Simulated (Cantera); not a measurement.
A perfectly stirred reactor is fed with NH₃ : N₂ = 1 : 7.7 (molar parts), at 1.00 bar; it is held at 2125 K, and followed from long to short residence time.

Computed with Cantera and the gas-phase N/H chemistry of the illustrative SiF4/NH3 mechanism in the Surface Chemkin manual (1991). Walls and surfaces, which speed up NH3 decomposition in real reactors, are not modelled.

Question: What does this change do: N2 7.7 to 1.3 parts?

Answer: 
```csv
quantity,before,after
x(NH₃) at τ = 8.60 s,0.000246,0.00104
x(N₂) at τ = 8.60 s,0.845,0.545
x(NH₂) at τ = 8.60 s,6.43e-6,1.61e-5
x(H₂) at τ = 8.60 s,0.154,0.452
x(H) at τ = 8.60 s,0.00133,0.00232
x(NH₃) at τ = 0.260 s,0.00522,0.0167
x(N₂) at τ = 0.260 s,0.847,0.546
x(NH₂) at τ = 0.260 s,6.29e-5,0.000136
x(H₂) at τ = 0.260 s,0.147,0.436
x(H) at τ = 0.260 s,0.000588,0.00117
```

Question: What does this change do: NH3 1 to 0.1 parts?

Answer: 
```json
[
 {"quantity": "x(NH₃) at τ = 8.60 s", "before": "0.000246", "after": "1.31e-5"},
 {"quantity": "x(N₂) at τ = 8.60 s", "before": "0.845", "after": "0.981"},
 {"quantity": "x(NH₂) at τ = 8.60 s", "before": "6.43e-6", "after": "9.38e-7"},
 {"quantity": "x(H₂) at τ = 8.60 s", "before": "0.154", "after": "0.0187"},
 {"quantity": "x(H) at τ = 8.60 s", "before": "0.00133", "after": "0.000448"},
 {"quantity": "x(NH₃) at τ = 0.260 s", "before": "0.00522", "after": "0.000568"},
 {"quantity": "x(N₂) at τ = 0.260 s", "before": "0.847", "after": "0.981"},
 {"quantity": "x(NH₂) at τ = 0.260 s", "before": "6.29e-5", "after": "1.39e-5"},
 {"quantity": "x(H₂) at τ = 0.260 s", "before": "0.147", "after": "0.0181"},
 {"quantity": "x(H) at τ = 0.260 s", "before": "0.000588", "after": "0.000147"}
]
```
